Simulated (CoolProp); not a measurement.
Values from CoolProp's reference Helmholtz-energy equation of state, Lemmon 2006. It is a short technical equation, of lower accuracy than the large ones.

Problem. For C3F8 (R218), give the phase and the cp (kJ/(kg K)), speed of sound (m/s), isothermal compressibility (1/MPa), expansivity (1/kK) at 230.6 K and 8.25 bar.

Solution. 
- 230.6 K and 8.25 bar: liquid; cp 0.960, speed of sound 570, isothermal compressibility 0.00267, expansivity 2.32
